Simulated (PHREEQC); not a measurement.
A PHREEQC input (ion-association model, phreeqc.dat):

```
SOLUTION 1
  temp 25
  units mg/kgw
  pH 6.73
  pe 10.7
  Na 3.51
  K 0.0306 charge
  Ca 6.81
  Mg 0.342
  Cl 14.1
  S(6) 0.894 as SO4
  Alkalinity 6.09 as HCO3
  O(0) 0.00272
  Zn 0.00469
  F 0.0301
END
USE solution 1
EQUILIBRIUM_PHASES 1
  Gypsum 0 0
  Quartz 0 0.5
  CO2(g) -2 10
END
```

It stops with these messages:

```
WARNING: Maximum iterations exceeded, 100
WARNING: Maximum iterations exceeded, 100
WARNING: The program has failed to converge to a numerical solution.
ERROR:           Alkalinity has not converged. Total: 9.980482e-05	Calculated: 1.028679e-04	Residual: -3.063115e-06
ERROR: Is non-carbonate alkalinity greater than total alkalinity?
ERROR: Model failed to converge for initial solution  1.
```

Task: Why does the run stop?

Result: The fault: charge balance asked on the minor ion K. The line should read `K 0.0306` where the input has `K 0.0306 charge`. With the mend the run ends at pH 5.81 and ionic strength 0.000713 mol/kgw.
